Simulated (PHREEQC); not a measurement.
Dissolve 0.0018 mol/kgw Cu(BF4)2, 0.035 mol/kgw HCl and 3.8e-05 mol/kgw FeCl3 at 26 °C. Closed to the air; pH follows from the charge balance.

Equilibrium calculation in PHREEQC: ion-association model, phreeqc.dat.

Each row changes one thing in this solution. This is a speciation only: nothing precipitates in the calculation.

```
case                                            pH  ionic strength (mol/kgw)  HF (mol/kgw)  BF4- (mol/kgw)  Cu+2 (mol/kgw)  H3BO3 (mol/kgw)
--------------------------------------------  ----  ------------------------  ------------  --------------  --------------  ---------------
as made                                       1.53                    0.0391       0.00558         0.00203         0.00171          0.00140
temperature from 26 to 75 °C                  1.56                    0.0370        0.0107        0.000782         0.00131          0.00269
FeCl3 from 3.8e-05 to 7.6e-06 mol/kgw         1.53                    0.0390       0.00560         0.00204         0.00171          0.00139
FeCl3 left out                                1.53                    0.0390       0.00560         0.00204         0.00171          0.00139
FeCl3 replaced by CaCl2 at the same molality  1.53                    0.0391       0.00560         0.00204         0.00171          0.00139
Cu(BF4)2 from 0.0018 to 0.00036 mol/kgw       1.52                    0.0356       0.00256         4.14e-5        0.000342         0.000669
diluted 100-fold with water                   3.40                  0.000459       5.31e-5        2.57e-11         1.80e-5          3.60e-5
```

Some of these states are supersaturated (in Hematite (slow to form), Goethite (slow to form), for instance). Constants without temperature data keep their 25 °C values here. Real BF4- forms and hydrolyses slowly; the run takes it at equilibrium. Fluoro complexes past AlF4- and FeF3 are missing from the database.
